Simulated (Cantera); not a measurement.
Adiabatic ignition

An adiabatic, constant-volume homogeneous reactor starts with CH4 : H2 : O2 : N2 = 1 : 1.2 : 1.62 : 7.8 (molar parts), equivalence ratio 1.6, at 1075 K and 15.8 atm.

Detailed kinetics in Cantera: GRI-Mech 3.0 (53 species, 325 reactions). The pressure lies above the range GRI-Mech 3.0 was tuned for (to about 10 atm).

```
t (s)     T (K)  P (bar)     x CH4    x H2     x O2     x CH2     x HCO
--------  -----  -------  --------  ------  -------  --------  --------
6.00e-6    1075     16.0    0.0861   0.103    0.139    <1e-12    <1e-12
1.23e-5    1075     16.0    0.0861   0.103    0.139    <1e-12    <1e-12
2.54e-5    1075     16.0    0.0861   0.103    0.139    <1e-12    <1e-12
5.22e-5    1075     16.0    0.0861   0.103    0.139    <1e-12    <1e-12
0.000107   1075     16.0    0.0861   0.103    0.139    <1e-12    <1e-12
0.000221   1075     16.0    0.0861   0.103    0.139    <1e-12    <1e-12
0.000455   1075     16.0    0.0861   0.103    0.139    <1e-12    <1e-12
0.000935   1077     16.0    0.0860   0.103    0.139    <1e-12  6.01e-11
0.00192    2684     41.3  9.69e-10  0.0965  1.37e-5  2.08e-11   7.81e-7
0.00396    2684     41.3  9.70e-10  0.0965  1.37e-5  2.08e-11   7.81e-7
0.00814    2684     41.3  9.70e-10  0.0965  1.37e-5  2.08e-11   7.81e-7
0.0168     2684     41.3  9.70e-10  0.0965  1.37e-5  2.08e-11   7.81e-7
0.0345     2684     41.3  9.70e-10  0.0965  1.37e-5  2.08e-11   7.81e-7
0.0709     2684     41.3  9.70e-10  0.0965  1.37e-5  2.08e-11   7.81e-7
0.146      2684     41.3  9.70e-10  0.0965  1.37e-5  2.08e-11   7.81e-7
0.300      2684     41.3  9.70e-10  0.0965  1.37e-5  2.08e-11   7.81e-7
```
x: mole fraction; the columns are a selection and need not sum to one.

time of steepest temperature rise: 1.62 ms
temperature at 0.300 s: 2684 K
equilibrium temperature: 2684 K
x(CH4) at 0.300 s: 9.70e-10 (gas-phase equilibrium 1.08e-9)
x(H2) at 0.300 s: 0.0965 (gas-phase equilibrium 0.0965)
x(O2) at 0.300 s: 1.37e-5 (gas-phase equilibrium 1.37e-5)
